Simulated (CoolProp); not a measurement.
Values from CoolProp's reference Helmholtz-energy equation of state, Tillner-Roth 1997.

Question: Give the vapour pressure (kPa), liquid density (kg/m³), vapour density (kg/m³), liquid cp (kJ/(kg K)) of saturated CH2F2 (R32) at 183.7, 193.1, 202.4 K.

Answer: 
```
T (K)  p (kPa)  liquid density (kg/m³)  vapour density (kg/m³)  liquid cp (kJ/(kg K))
-----  -------  ----------------------  ----------------------  ---------------------
183.7     9.26                    1310                   0.318                   1.56
193.1     18.6                    1290                   0.611                   1.56
202.4     34.4                    1260                    1.09                   1.57
```
